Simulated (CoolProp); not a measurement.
Properties of methanol along the isotherm 412.2 K (Tc = 513.4 K, pc = 8216 kPa, ω = 0.565).

Model: reference Helmholtz-energy equation of state, de Reuck 1993, in CoolProp.

```json
[
 {"p (kPa)": "6320", "phase": "liquid", "viscosity (µPa s)": "162", "fugacity coefficient": "0.1584"},
 {"p (kPa)": "12600", "phase": "liquid", "viscosity (µPa s)": "171", "fugacity coefficient": "0.08664"},
 {"p (kPa)": "19000", "phase": "liquid", "viscosity (µPa s)": "180", "fugacity coefficient": "0.06265"},
 {"p (kPa)": "25300", "phase": "liquid", "viscosity (µPa s)": "188", "fugacity coefficient": "0.05117"},
 {"p (kPa)": "31600", "phase": "liquid", "viscosity (µPa s)": "196", "fugacity coefficient": "0.04452"},
 {"p (kPa)": "37900", "phase": "liquid", "viscosity (µPa s)": "203", "fugacity coefficient": "0.04029"},
 {"p (kPa)": "44200", "phase": "liquid", "viscosity (µPa s)": "210", "fugacity coefficient": "0.03747"},
 {"p (kPa)": "50600", "phase": "liquid", "viscosity (µPa s)": "216", "fugacity coefficient": "0.03552"},
 {"p (kPa)": "56900", "phase": "liquid", "viscosity (µPa s)": "222", "fugacity coefficient": "0.03421"},
 {"p (kPa)": "63200", "phase": "liquid", "viscosity (µPa s)": "229", "fugacity coefficient": "0.03334"},
 {"p (kPa)": "69500", "phase": "liquid", "viscosity (µPa s)": "234", "fugacity coefficient": "0.03280"},
 {"p (kPa)": "75800", "phase": "liquid", "viscosity (µPa s)": "240", "fugacity coefficient": "0.03251"},
 {"p (kPa)": "82200", "phase": "liquid", "viscosity (µPa s)": "246", "fugacity coefficient": "0.03243"}
]
```

Viscosity comes from a separate model (Xiang 2006).
